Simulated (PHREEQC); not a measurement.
A solution holds 2.2 mmol/kgw HF and 55 mmol/kgw NH4F, at 25 °C. Closed to the air; pH follows from the charge balance.

All values are PHREEQC results (ion-association model, phreeqc.dat), not measurements.

| quantity | before | after |
|---|---|---|
| pH | 4.56 | 4.92 |
| HF (mol/kgw) | 0.00179 | 9.78e-6 |
| HF2- (mol/kgw) | 0.000376 | 2.11e-8 |

Which change was made?
A. NH4F left out
B. NH4F replaced by H2SiF6 at the same molality
C. HF left out
D. diluted 100-fold with water
E. temperature from 25 to 40 °C

D, diluted 100-fold with water

Precipitation was switched off in this run.
